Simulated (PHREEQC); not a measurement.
A made-up water analysis in mg/kgw, 25 °C, pH 6.3, pe 11.2:

```csv
constituent,mg/kgw
Na,1.75
K,0.667
Ca,1.28
Mg,3.13
Cl,4.19
S(6) as SO4,0.0688
Alkalinity as HCO3,18.1
Pb,0.0497
N(5) as NO3,0.111
```

Cl is adjusted to close the charge balance.
Valence states are taken as typed.

Computed with PHREEQC (ion-association model, phreeqc.dat).

This is a speciation only: nothing precipitates in the calculation.

Question: Order these Pb species by the share of Pb that they hold, largest first: Pb+2, PbOH+, PbHCO3+, PbCl+, PbCO3.

Answer: Pb+2 (60 %), PbCO3 (25 %), PbHCO3+ (13 %), PbOH+ (2.1 %), PbCl+ (0.25 %)

The pH is 6.30 and the ionic strength 0.000576 mol/kgw.
